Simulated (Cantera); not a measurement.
A freely propagating, adiabatic, planar premixed flame of H2 : O2 : N2 = 1 : 0.568 : 2.14 (molar parts), equivalence ratio 0.88, unburnt at 723 K and 1.01 bar; mixture-averaged transport, grid criteria slope 0.08 and curve 0.16, no radiation.

Cantera simulation using the H2/O2 subset of GRI-Mech 3.0, which has no nitrogen chemistry; the numbers are that mechanism's predictions, not measurements. Burning velocities carry a grid error of a few per cent, more on coarse grids.

x: mole fraction of selected species; z is measured from the peak of heat release.

```json
[
 {"z (mm)": "-1.50", "T (K)": "723", "u (m/s)": "9.90", "x H2": "0.270", "x O2": "0.153", "x H2O": "<1e-8", "x HO2": "<1e-8", "x O": "<1e-8", "x OH": "<1e-8"},
 {"z (mm)": "-1.00", "T (K)": "723", "u (m/s)": "9.90", "x H2": "0.270", "x O2": "0.153", "x H2O": "<1e-8", "x HO2": "<1e-8", "x O": "<1e-8", "x OH": "<1e-8"},
 {"z (mm)": "-0.751", "T (K)": "723", "u (m/s)": "9.90", "x H2": "0.270", "x O2": "0.153", "x H2O": "<1e-8", "x HO2": "[?]", "x O": "<1e-8", "x OH": "<1e-8"},
 {"z (mm)": "-0.500", "T (K)": "723", "u (m/s)": "9.90", "x H2": "0.270", "x O2": "0.153", "x H2O": "1.52e-7", "x HO2": "[?]", "x O": "1.14e-8", "x OH": "<1e-8"},
 {"z (mm)": "-0.250", "T (K)": "733", "u (m/s)": "10.0", "x H2": "0.267", "x O2": "0.153", "x H2O": "0.000573", "x HO2": "0.000180", "x O": "1.23e-5", "x OH": "4.22e-5"},
 {"z (mm)": "-0.125", "T (K)": "875", "u (m/s)": "11.8", "x H2": "0.240", "x O2": "0.149", "x H2O": "0.0143", "x HO2": "0.000168", "x O": "0.000461", "x OH": "0.000683"},
 {"z (mm)": "0", "T (K)": "1280", "u (m/s)": "16.6", "x H2": "0.132", "x O2": "0.108", "x H2O": "0.102", "x HO2": "[?]", "x O": "0.00734", "x OH": "0.00486"},
 {"z (mm)": "0.125", "T (K)": "1588", "u (m/s)": "20.3", "x H2": "0.0519", "x O2": "0.0545", "x H2O": "0.193", "x HO2": "[?]", "x O": "0.0157", "x OH": "0.0123"},
 {"z (mm)": "0.250", "T (K)": "1736", "u (m/s)": "22.1", "x H2": "0.0399", "x O2": "0.0428", "x H2O": "0.213", "x HO2": "[?]", "x O": "0.0164", "x OH": "0.0159"},
 {"z (mm)": "0.500", "T (K)": "1898", "u (m/s)": "23.9", "x H2": "0.0374", "x O2": "0.0382", "x H2O": "0.225", "x HO2": "[?]", "x O": "0.0144", "x OH": "0.0187"},
 {"z (mm)": "1.00", "T (K)": "2064", "u (m/s)": "25.6", "x H2": "0.0339", "x O2": "0.0344", "x H2O": "0.238", "x HO2": "[?]", "x O": "0.0113", "x OH": "0.0204"},
 {"z (mm)": "2.00", "T (K)": "2222", "u (m/s)": "27.3", "x H2": "0.0283", "x O2": "0.0307", "x H2O": "0.252", "x HO2": "[?]", "x O": "0.00809", "x OH": "0.0205"},
 {"z (mm)": "4.00", "T (K)": "2358", "u (m/s)": "28.6", "x H2": "0.0216", "x O2": "0.0274", "x H2O": "0.267", "x HO2": "[?]", "x O": "0.00526", "x OH": "0.0190"}
]
```

Question: Some entries are withheld; supply them.

Answer: 
- -0.751, x HO2: 1.51e-8
- -0.500, x HO2: 1.30e-6
- 0, x HO2: 8.49e-5
- 0.125, x HO2: 3.86e-5
- 0.250, x HO2: 2.60e-5
- 0.500, x HO2: 1.86e-5
- 1.00, x HO2: 1.28e-5
- 2.00, x HO2: 8.41e-6
- 4.00, x HO2: 5.86e-6
